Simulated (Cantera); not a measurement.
A perfectly stirred reactor is fed with CH₄ : N₂ : H₂O = 1 : 1.8 : 0.0073 (molar parts), at 101000 Pa; it is held at 1750 K, and followed from long to short residence time.

Computed with Cantera and GRI-Mech 3.0 (53 species, 325 reactions). GRI-Mech 3.0 stops at C3 and has no aromatics, soot or wall deposition, so with more carbon than oxygen in the feed, carbon stays in small species such as C2H2 where larger ones or solid carbon would form.

**Question.** Predict: x(CH₄) at τ = 1.30 s; x(HCN) at τ = 1.30 s; x(H₂) at τ = 1.30 s; x(C₂H₆) at τ = 1.30 s; x(C₂H) at τ = 1.30 s; x(CH₄) at τ = 42.0 ms; x(HCN) at τ = 42.0 ms; x(H₂) at τ = 42.0 ms; x(C₂H₆) at τ = 42.0 ms; x(C₂H) at τ = 42.0 ms.

**Answer.** 
| Property | Result |
|---|---|
| x(CH₄) at τ = 1.30 s | 0.0174 |
| x(HCN) at τ = 1.30 s | 2.57e-6 |
| x(H₂) at τ = 1.30 s | 0.375 |
| x(C₂H₆) at τ = 1.30 s | 4.00e-6 |
| x(C₂H) at τ = 1.30 s | 3.15e-7 |
| x(CH₄) at τ = 42.0 ms | 0.0872 |
| x(HCN) at τ = 42.0 ms | 3.07e-7 |
| x(H₂) at τ = 42.0 ms | 0.296 |
| x(C₂H₆) at τ = 42.0 ms | 8.42e-5 |
| x(C₂H) at τ = 42.0 ms | 2.31e-7 |
